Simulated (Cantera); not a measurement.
Source: NASA polynomial tables (part measured, part estimated), evaluated in Cantera. Values are per mole of reaction as written; species without (g) are pure solids or liquids, kept so even where they would boil at 1 bar.

MgCl₂(g) ⇌ 2 Cl(g) + Mg

```tsv
T (K)	ΔH° (kJ)	ΔS° (J/K)	ΔG° (kJ)	log10 K
1023	653.4	111.3	539.6	-27.55
1073	(withheld)	(withheld)	(withheld)	(withheld)
1123	(withheld)	(withheld)	(withheld)	(withheld)
1173	655.9	113.6	522.7	-23.28
1223	656.7	114.2	517.0	-22.08
1273	657.6	114.9	511.3	-20.98
1323	658.4	115.5	505.5	-19.96
1373	659.2	116.1	499.7	-19.01
1423	(withheld)	(withheld)	(withheld)	(withheld)
1473	660.7	117.2	488.1	-17.31
1523	661.5	117.7	482.2	-16.54
```

Q: Fill in the missing entries.

A: 
- 1073, ΔH° (kJ): 654.3
- 1073, ΔS° (J/K): 112.1
- 1073, ΔG° (kJ): 534.0
- 1073, log10 K: -26.00
- 1123, ΔH° (kJ): 655.1
- 1123, ΔS° (J/K): 112.8
- 1123, ΔG° (kJ): 528.4
- 1123, log10 K: -24.58
- 1423, ΔH° (kJ): 660.0
- 1423, ΔS° (J/K): 116.7
- 1423, ΔG° (kJ): 493.9
- 1423, log10 K: -18.13
